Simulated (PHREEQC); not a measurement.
Consider water at 52 °C with 0.0027 mol Ca(HCO3)2, 0.015 mol CO2 and 8.1e-06 mol H4SiO4 per kg of water. Closed to the air; pH follows from the charge balance.

Model: ion-association model, wateq4f.dat, run in PHREEQC.

The pH is 5.79 and the ionic strength is 0.00780 mol/kgw. The total alkalinity is 5.40 meq/kg.

| species | molality | activity | log γ |
|---|---|---|---|
| CO2 | 0.0150 | 0.0150 | 0.001 |
| HCO3- | 0.00525 | 0.00478 | -0.041 |
| Ca+2 | 0.00255 | 0.00175 | -0.164 |
| CaHCO3+ | 0.000149 | 0.000136 | -0.040 |
| H4SiO4 | 8.10e-6 | 8.11e-6 | 0.001 |
| H+ | 1.78e-6 | 1.63e-6 | -0.037 |
| CaCO3 | 1.20e-6 | 1.21e-6 | 0.001 |
| CO3-2 | 2.91e-7 | 2.00e-7 | -0.164 |
| OH- | 4.04e-8 | 3.66e-8 | -0.043 |
| H3SiO4- | 1.79e-9 | 1.63e-9 | -0.042 |

This is a speciation only: nothing precipitates in the calculation. Species that the database lacks are ignored. Constants without temperature data keep their 25 °C values here.
